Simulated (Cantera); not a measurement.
A Cantera script and what it prints.

```python
import numpy as np
import cantera as ct

gas_names = """
    CL CL2 H HCL H2 Si SiCL SiCL2 SiCL3 SiCL4 SiH SiHCL3 SiH2 SiH2CL2 SiH3 SiH3CL SiH4 Si2 Si3
""".split()
cond_names = """
    Si(cr) Si(L)
""".split()


# ... load() reads the species with a 1 bar reference pressure and builds the phases ...
atoms = {
    'SiCl4': {'Si': 1, 'CL': 4},
    'H2': {'H': 2},
}
top_T = {}  # K; cautious upper limits of use, not melting points


# ... equilibrate(T, P, feed) seeds the gas with the atoms and calls Mixture.equilibrate('TP', solver="vcs", rtol=1e-11, max_steps=5000) ...
results = []
feed = {'SiCl4': 1, 'H2': 2.6}  # mol
T = 650  # K
P = 55000  # Pa
mix = equilibrate(T, P, feed)
results.append((T, P, feed, dict(zip(mix.species_names, mix.species_moles))))
print(gas.report(threshold=1e-05))
for i in range(1, mix.n_phases):
    print(f"{mix.phase(i).name:16s} {mix.phase_moles(i):12.5e} mol")
```

Result:

```
       temperature   650 K
          pressure   55000 Pa
           density   0.49507 kg/m^3
  mean mol. weight   48.646 kg/kmol
   phase of matter   gas

                          1 kg             1 kmol
                     ---------------   ---------------
          enthalpy       -3.4276e+06       -1.6674e+08  J
   internal energy       -3.5387e+06       -1.7215e+08  J
           entropy              4817        2.3433e+05  J/K
    Gibbs function       -6.5587e+06       -3.1906e+08  J
 heat capacity c_p            1024.5             49839  J/K
 heat capacity c_v             853.6             41524  J/K

                      mass frac. Y      mole frac. X     chem. pot. / RT
                     ---------------   ---------------   ---------------
               HCL          0.002998         0.0040002           -46.515
                H2          0.029765           0.71822           -17.481
             SiCL4           0.95611           0.27378           -167.08
            SiHCL3          0.011118         0.0039933           -138.05
     [  +15 minor]        7.3094e-06        3.4857e-06

Si(cr)            0.00000e+00 mol
```

Cantera equilibrium calculation (NASA polynomials, part measured and part estimated; ideal gas, pure solids and liquids).
